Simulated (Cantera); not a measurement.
Feed: 1 mol V, 1.7 mol N2, held at 1273 K and 0.0133 bar.

Cantera equilibrium calculation (NASA polynomials, part measured and part estimated; ideal gas, pure solids and liquids). Candidate condensed phases: V, VN; 4 gas species. VN: taken at fixed stoichiometry. Condensed phases not in the tables: V2N. The numbers say what is thermodynamically allowed, not how fast it happens.

Base state: N2 1.00 (mole fractions); condensed: VN(s).

What changes in the equilibrium state with this change: V replaced by Cr?


```json
[
 {"species": "N2", "before": "1.00", "after": "1.00"},
 {"species": "VN(s), mol", "before": "1.00", "after": "0"},
 {"species": "Cr2N(s), mol", "before": "0", "after": "0.500"}
]
```
Further candidate phases: Cr, CrN, Cr2N.

What changes in the equilibrium state with this change: 0.0024 mol NH3 added?


| species | before | after |
|---|---|---|
| N2 | 1.00 | 0.997 |
| H2 | 0 | 0.00299 |
| VN(s), mol | 1.00 | 1.00 |
